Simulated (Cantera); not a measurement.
Input: 1 mol c-C4F8, 0.35 mol H2, at 0.00133 bar.

These are equilibrium values from Cantera (NASA tables, ideal gas, pure condensed phases), not measurements of a reactor. Candidate condensed phases: C, C6H6, C7H8, C8H18; 95 gas species. The feed counts by its element totals alone. Gases not in the tables: C2F6 and larger saturated fluorocarbons. Equilibrium is a limit: real reactors are often held back by kinetics, nucleation or transport. All values below are at 900 °C.

Base state: CF4 0.723, HF 0.277 (mole fractions); condensed: C(graphite).

Problem. What changes in the equilibrium state with this change: H2 from 0.35 to 3.1 mol?

Solution. 
| species | before | after |
|---|---|---|
| HF | 0.277 | 0.932 |
| CF4 | 0.723 | 0.0677 |
| C(graphite), mol | 2.17 | 3.55 |
